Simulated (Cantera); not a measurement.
Feed: 1 mol Al(CH3)3, 1.4 mol H2O, 15 mol N2, at 100000 Pa.

Method: chemical equilibrium by Gibbs-energy minimisation in Cantera with the NASA 1993 tables (ideal gas, pure condensed phases). Candidate condensed phases: Al, AlN, Al2O3, C, C6H6, C7H8, C8H18, H2O; 148 gas species. The feed counts by its element totals alone. Mutual solubility and eutectic melting of coexisting phases are not modelled. The numbers say what is thermodynamically allowed, not how fast it happens.

x: gas mole fraction; n: condensed amount in mol.

```json
[
 {"T (K)": "875", "x N2": "0.735", "x H2": "0.240", "x CO": "2.23e-8", "x CH4": "0.0251", "x HCN": "2.20e-7", "n AlN(s)": "0.0667", "n Al2O3(s)": "0.467", "n C(graphite)": "2.49"},
 {"T (K)": "975", "x N2": "0.724", "x H2": "0.267", "x CO": "5.98e-7", "x CH4": "0.00897", "x HCN": "1.51e-6", "n AlN(s)": "0.0667", "n Al2O3(s)": "0.467", "n C(graphite)": "2.81"},
 {"T (K)": "1075", "x N2": "0.720", "x H2": "0.277", "x CO": "(withheld)", "x CH4": "(withheld)", "x HCN": "(withheld)", "n AlN(s)": "0.0668", "n Al2O3(s)": "0.467", "n C(graphite)": "2.93"},
 {"T (K)": "1175", "x N2": "0.718", "x H2": "0.280", "x CO": "7.83e-5", "x CH4": "0.00150", "x HCN": "2.52e-5", "n AlN(s)": "0.0678", "n Al2O3(s)": "0.466", "n C(graphite)": "2.97"},
 {"T (K)": "1275", "x N2": "0.717", "x H2": "0.281", "x CO": "(withheld)", "x CH4": "(withheld)", "x HCN": "(withheld)", "n AlN(s)": "0.0736", "n Al2O3(s)": "0.463", "n C(graphite)": "2.97"},
 {"T (K)": "1375", "x N2": "0.715", "x H2": "0.282", "x CO": "0.00242", "x CH4": "0.000394", "x HCN": "0.000181", "n AlN(s)": "0.100", "n Al2O3(s)": "0.450", "n C(graphite)": "2.94"},
 {"T (K)": "1475", "x N2": "0.710", "x H2": "0.280", "x CO": "0.00937", "x CH4": "0.000228", "x HCN": "0.000394", "n AlN(s)": "0.198", "n Al2O3(s)": "0.401", "n C(graphite)": "2.79"},
 {"T (K)": "1575", "x N2": "0.692", "x H2": "0.276", "x CO": "0.0302", "x CH4": "0.000139", "x HCN": "0.000765", "n AlN(s)": "0.496", "n Al2O3(s)": "0.252", "n C(graphite)": "2.34"}
]
```

Problem. Complete the blanks.

Solution. 
- 1275, x CO: 0.000500
- 1275, x CH4: 0.000734
- 1275, x HCN: 7.31e-5
- 1075, x CO: 8.62e-6
- 1075, x CH4: 0.00345
- 1075, x HCN: 7.07e-6
